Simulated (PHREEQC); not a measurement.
Consider water at 25 °C with 0.0024 mol ZnSO4, 0.0078 mol NaCl and 0.00071 mol HCl per kg of water. Closed to the air; pH follows from the charge balance.

The numbers come from PHREEQC with the ion-association model, wateq4f.dat.

Problem. The ionic strength comes out as 0.0164 mol/kgw. What activity coefficients do Cl-, HSO4-, NaSO4-, H+, SO4-2 get?

Solution. Cl- 0.88, HSO4- 0.88, NaSO4- 0.89, H+ 0.90, SO4-2 0.61.

No solid was allowed to form.
